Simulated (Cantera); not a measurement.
# Adiabatic ignition

An adiabatic, constant-volume homogeneous reactor starts with CH₄ : H₂ : O₂ : N₂ = 1 : 0.59 : 1.35 : 5.08 (molar parts), equivalence ratio 1.7, at 1325 K and 0.420 bar.

Cantera simulation using GRI-Mech 3.0 (53 species, 325 reactions); the numbers are that mechanism's predictions, not measurements.

```
t (s)     T (K)  P (bar)     x CH₄    x H₂      x O₂      x H    x C₂H₄     x N₂O    x C₂H₆
--------  -----  -------  --------  ------  --------  -------  --------  --------  --------
7.00e-6    1325    0.420     0.125  0.0736     0.168  6.57e-9    <1e-12    <1e-12    <1e-12
1.90e-5    1325    0.420     0.125  0.0736     0.168  1.04e-8    <1e-12    <1e-12  1.78e-12
5.15e-5    1325    0.420     0.125  0.0736     0.168  2.43e-8  4.07e-12    <1e-12  5.78e-11
0.000140   1325    0.420     0.125  0.0736     0.168  1.11e-7  2.89e-10  1.27e-12   3.62e-9
0.000378   1325    0.420     0.125  0.0735     0.168  2.33e-6   2.18e-7  1.19e-11   2.56e-6
0.00103    1358    0.430     0.119  0.0724     0.165  2.69e-5  0.000372  3.92e-10   0.00131
0.00278    2756    0.963  1.02e-12   0.116  0.000678   0.0244    <1e-12   6.69e-8    <1e-12
0.00755    2752    0.962  1.04e-12   0.116  0.000655   0.0242    <1e-12   7.67e-8    <1e-12
0.0205     2752    0.962  1.05e-12   0.116  0.000654   0.0242    <1e-12   7.69e-8    <1e-12
0.0555     2752    0.962  1.05e-12   0.116  0.000654   0.0242    <1e-12   7.69e-8    <1e-12
0.150      2752    0.962  1.05e-12   0.116  0.000654   0.0242    <1e-12   7.69e-8    <1e-12
0.408      2752    0.962  1.05e-12   0.116  0.000654   0.0242    <1e-12   7.69e-8    <1e-12
1.11       2752    0.962  1.05e-12   0.116  0.000654   0.0242    <1e-12   7.69e-8    <1e-12
3.00       2752    0.962  1.05e-12   0.116  0.000654   0.0242    <1e-12   7.69e-8    <1e-12
```
x: mole fraction; the columns are a selection and need not sum to one.

```yaml
time_of_steepest_temperature_rise: 1.64 ms
temperature at 3.00 s: 2752 K
equilibrium_temperature: 2752 K
x(CH₄) at 3.00 s: 1.05e-12 (gas-phase equilibrium 1.21e-12)
x(H₂) at 3.00 s: 0.116 (gas-phase equilibrium 0.116)
x(O₂) at 3.00 s: 0.000654 (gas-phase equilibrium 0.000654)
```
